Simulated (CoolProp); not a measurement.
Saturation properties of R134a.

Values from CoolProp's reference Helmholtz-energy equation of state, Tillner-Roth 1994.

| T (°C) | p (bar) | enthalpy of vaporisation (kJ/kg) | liquid cp (kJ/(kg K)) | vapour Z |
|---|---|---|---|---|
| 7.85 | 3.856 | 192.5 | 1.364 | 0.8937 |
| 19.35 | 5.603 | 182.9 | 1.402 | 0.8634 |
| 30.85 | 7.892 | 172.3 | 1.450 | 0.8278 |
| 42.35 | 10.82 | 160.5 | 1.513 | 0.7864 |
| 53.85 | 14.50 | 147.1 | 1.598 | 0.7382 |
| 65.35 | 19.05 | 131.5 | 1.728 | 0.6812 |
| 76.85 | 24.61 | 112.5 | 1.961 | 0.6120 |
| 88.35 | 31.36 | 87.11 | 2.569 | 0.5217 |

It boils at -26.1 °C under 1 atm.
